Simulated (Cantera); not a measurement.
An adiabatic, constant-volume homogeneous reactor starts with CH4 : C2H6 : O2 : N2 = 1 : 0.054 : 1.04 : 5.9 (molar parts), at 1298 K and 2330 Torr.

Detailed kinetics in Cantera: GRI-Mech 3.0 (53 species, 325 reactions).

Problem. Predict: time of steepest temperature rise; temperature at 0.200 s; equilibrium temperature; x(O2) at 0.200 s; x(H2O2) at 0.200 s.

Solution. 
| Item | Result |
|---|---|
| time of steepest temperature rise | 3.00 ms |
| temperature at 0.200 s | 2377 K |
| equilibrium temperature | 2377 K |
| x(O2) at 0.200 s | 6.89e-7 (gas-phase equilibrium 6.89e-7) |
| x(H2O2) at 0.200 s | 1.06e-9 (gas-phase equilibrium 1.06e-9) |
